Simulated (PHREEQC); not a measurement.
## Brine: speciation

Solution (25 °C): 1 mol/kgw NaCl, 0.45 mol/kgw H3BO3 and 0.24 mol/kgw KBr. Closed to the air; pH follows from the charge balance.

Equilibrium calculation in PHREEQC: Pitzer model, pitzer.dat.

- pH: 3.94
- ionic strength: 1.24 mol/kgw
- activity of water: 0.952
- density: 1.064 g/cm³
- osmotic coefficient: 0.936

```csv
species,molality,activity,log γ
Cl-,1.00,0.593,-0.227
Na+,1.00,0.711,-0.148
B(OH)3,0.450,0.415,-0.034
Br-,0.240,0.138,-0.241
K+,0.240,0.143,-0.224
H+,0.000105,0.000114,0.036
B3O3(OH)4-,9.90e-5,2.06e-5,-0.682
B(OH)4-,5.89e-6,2.00e-6,-0.469
B4O5(OH)4-2,1.15e-8,1.95e-10,-1.771
```

This is a speciation only: nothing precipitates in the calculation. Complexes and solids missing from the database can't appear. In brines, pH and single-ion activities rest on the MacInnes convention.
